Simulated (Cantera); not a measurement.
Charge: 1 mol C₂H₄, 0.23 mol H₂O, 1.3 mol H₂, equilibrated at 302 °C and 1600000 Pa.

Method: chemical equilibrium by Gibbs-energy minimisation in Cantera with the NASA 1993 tables (ideal gas, pure condensed phases). Candidate condensed phases: C, C₆H₆, C₇H₈, C₈H₁₈, H₂O; 110 gas species. Kinetics and transport are ignored.

Base state: CH₄ 0.864, H₂O 0.118, H₂ 0.0167, CO₂ 0.00187, C₂H₆ 1.44e-5 (mole fractions); condensed: C(graphite).

Problem. What changes in the equilibrium state with this change: pressure from 1600000 Pa to 1000 Pa?

Solution. 
| species | before | after |
|---|---|---|
| H₂ | 0.0167 | 0.474 |
| CH₄ | 0.864 | 0.435 |
| H₂O | 0.118 | 0.0888 |
| C₂H₆ | 1.44e-5 | 1.28e-7 |
| CO | 6.69e-6 | 0.000285 |
| C(graphite), mol | 0.359 | 0.922 |

Problem. What changes in the equilibrium state with this change: H₂O from 0.23 to 0.044 mol?

Solution. 
| species | before | after |
|---|---|---|
| CH₄ | 0.864 | 0.957 |
| H₂O | 0.118 | 0.0256 |
| H₂ | 0.0167 | 0.0176 |
| CO₂ | 0.00187 | 8.01e-5 |
| C₂H₆ | 1.44e-5 | 1.68e-5 |
| C(graphite), mol | 0.359 | 0.365 |
